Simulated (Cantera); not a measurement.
An isothermal, constant-pressure homogeneous reactor starts with H₂ : O₂ = 0.11 : 0.11 (molar parts), equivalence ratio 0.50, at 1000 K and 0.0132 atm.

Cantera simulation using the H2/O2 subset of GRI-Mech 3.0, which has no nitrogen chemistry; the numbers are that mechanism's predictions, not measurements. Radical loss at walls, strong at low pressure, is not modelled. The temperature is held fixed by assumption; the heat of reaction is taken as removed at once.

x: mole fraction; the columns are a selection and need not sum to one.

```json
[
 {"t (s)": "4.00e-6", "x H₂": "0.500", "x O₂": "0.500", "x O": "<1e-12", "x HO₂": "9.70e-12", "x OH": "<1e-12", "x H₂O₂": "<1e-12", "x H": "9.64e-12"},
 {"t (s)": "1.59e-5", "x H₂": "0.500", "x O₂": "0.500", "x O": "1.08e-12", "x HO₂": "3.85e-11", "x OH": "<1e-12", "x H₂O₂": "<1e-12", "x H": "3.78e-11"},
 {"t (s)": "6.28e-5", "x H₂": "0.500", "x O₂": "0.500", "x O": "1.36e-11", "x HO₂": "1.53e-10", "x OH": "6.53e-12", "x H₂O₂": "<1e-12", "x H": "1.56e-10"},
 {"t (s)": "0.000249", "x H₂": "0.500", "x O₂": "0.500", "x O": "1.58e-10", "x HO₂": "6.11e-10", "x OH": "5.83e-11", "x H₂O₂": "<1e-12", "x H": "1.00e-9"},
 {"t (s)": "0.000986", "x H₂": "0.500", "x O₂": "0.500", "x O": "1.29e-8", "x HO₂": "3.34e-9", "x OH": "4.58e-9", "x H₂O₂": "6.86e-12", "x H": "7.37e-8"},
 {"t (s)": "0.00391", "x H₂": "0.233", "x O₂": "0.393", "x O": "0.0233", "x HO₂": "1.07e-5", "x OH": "0.00668", "x H₂O₂": "?", "x H": "0.153"},
 {"t (s)": "0.0155", "x H₂": "0.00836", "x O₂": "0.332", "x O": "0.00476", "x HO₂": "2.00e-5", "x OH": "0.00283", "x H₂O₂": "?", "x H": "0.00978"},
 {"t (s)": "0.0614", "x H₂": "0.000246", "x O₂": "0.333", "x O": "0.000102", "x HO₂": "5.32e-6", "x OH": "0.000343", "x H₂O₂": "?", "x H": "2.65e-5"},
 {"t (s)": "0.243", "x H₂": "1.24e-5", "x O₂": "0.333", "x O": "6.49e-6", "x HO₂": "5.14e-7", "x OH": "8.93e-5", "x H₂O₂": "?", "x H": "4.21e-7"},
 {"t (s)": "0.964", "x H₂": "1.10e-6", "x O₂": "0.333", "x O": "8.27e-7", "x HO₂": "6.88e-8", "x OH": "3.20e-5", "x H₂O₂": "?", "x H": "1.82e-8"},
 {"t (s)": "3.82", "x H₂": "1.72e-7", "x O₂": "0.333", "x O": "1.54e-7", "x HO₂": "1.33e-8", "x OH": "1.38e-5", "x H₂O₂": "?", "x H": "1.42e-9"},
 {"t (s)": "15.1", "x H₂": "3.51e-8", "x O₂": "0.333", "x O": "3.36e-8", "x HO₂": "3.13e-9", "x OH": "6.43e-6", "x H₂O₂": "?", "x H": "1.45e-10"},
 {"t (s)": "60.0", "x H₂": "8.07e-9", "x O₂": "0.333", "x O": "7.96e-9", "x HO₂": "1.06e-9", "x OH": "3.12e-6", "x H₂O₂": "?", "x H": "1.66e-11"}
]
```

Q: Some entries are withheld; supply them.

A: 
- 0.00391, x H₂O₂: 3.24e-7
- 0.0155, x H₂O₂: 1.30e-6
- 0.0614, x H₂O₂: 8.19e-7
- 0.243, x H₂O₂: 2.13e-7
- 0.964, x H₂O₂: 5.52e-8
- 3.82, x H₂O₂: 1.51e-8
- 15.1, x H₂O₂: 4.13e-9
- 60.0, x H₂O₂: 1.10e-9
